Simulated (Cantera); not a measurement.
An isothermal, constant-pressure homogeneous reactor starts with N₂O : H₂O = 1 : 0.019 (molar parts), at 1175 K and 1.00 bar.

Model: GRI-Mech 3.0 (53 species, 325 reactions), integrated in Cantera. GRI-Mech 3.0 was tuned for natural gas; its chemistry of N2O as a main component is partial and can be far from experiment. The mechanism lacks the step 2 NO + O2 → 2 NO2, which can matter for NO2 below about 1400 K. The temperature is held fixed by assumption; the heat of reaction is taken as removed at once.

Problem. Predict: x(N₂O) at 1.00 s; x(H₂O) at 1.00 s; x(H₂) at 1.00 s; x(HO₂) at 1.00 s.

Solution. 
```json
{
 "x(N₂O) at 1.00 s": "0.589 (gas-phase equilibrium 1.20e-8)",
 "x(H₂O) at 1.00 s": "0.0162 (gas-phase equilibrium 0.0125)",
 "x(H₂) at 1.00 s": "7.20e-9 (gas-phase equilibrium 1.64e-10)",
 "x(HO₂) at 1.00 s": "9.22e-8 (gas-phase equilibrium 5.00e-9)"
}
```
